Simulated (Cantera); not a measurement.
# Thermodynamics of carbon deposition, reforming and gasification, feed C2H6 + H2O + N2 + CO2

Input: 1 mol C2H6, 0.045 mol H2O, 0.3 mol N2, 0.53 mol CO2, equilibrated at 71.0 mbar.

Equilibrium computed with Cantera from the NASA thermochemical tables; the gas is ideal and each condensed phase is pure. Candidate condensed phases: C, C6H6, C7H8, C8H18, H2O; 136 gas species. The numbers say what is thermodynamically allowed, not how fast it happens.

From 1425 K to 2075 K the condensed part is C(graphite). The main C-bearing gas is CO throughout.

| T (K) | log p H2 | log p CO | log p N2 | log p H | log p HCN | log p C2H2 (acetylene) | log p HNC | n C(graphite) |
|---|---|---|---|---|---|---|---|---|
| 1425 | -1.31 | -1.75 | -2.32 | -5.82 | -5.03 | -6.77 | -6.92 | 1.42 |
| 1475 | -1.31 | -1.75 | -2.32 | -5.54 | -4.87 | -6.49 | -6.68 | 1.42 |
| 1525 | -1.31 | -1.75 | -2.32 | -5.28 | -4.72 | -6.23 | -6.46 | 1.42 |
| 1575 | -1.31 | -1.75 | -2.32 | -5.04 | -4.57 | -5.99 | -6.25 | 1.42 |
| 1625 | -1.31 | -1.75 | -2.32 | -4.81 | -4.44 | -5.76 | -6.05 | 1.42 |
| 1675 | -1.31 | -1.75 | -2.32 | -4.59 | -4.31 | -5.55 | -5.87 | 1.42 |
| 1725 | -1.31 | -1.75 | -2.32 | -4.39 | -4.20 | -5.35 | -5.69 | 1.42 |
| 1775 | -1.31 | -1.75 | -2.32 | -4.20 | -4.08 | -5.16 | -5.53 | 1.42 |
| 1825 | -1.31 | -1.75 | -2.33 | -4.01 | -3.98 | -4.98 | -5.38 | 1.42 |
| 1875 | -1.32 | -1.75 | -2.33 | -3.84 | -3.88 | -4.81 | -5.23 | 1.41 |
| 1925 | -1.32 | -1.75 | -2.33 | -3.68 | -3.79 | -4.66 | -5.09 | 1.41 |
| 1975 | -1.32 | -1.75 | -2.33 | -3.52 | -3.70 | -4.50 | -4.96 | 1.41 |
| 2025 | -1.32 | -1.76 | -2.33 | -3.37 | -3.61 | -4.36 | -4.84 | 1.40 |
| 2075 | -1.32 | -1.76 | -2.34 | -3.23 | -3.54 | -4.23 | -4.72 | 1.40 |
log p: log10 of the partial pressure in bar; n: condensed amount in mol.
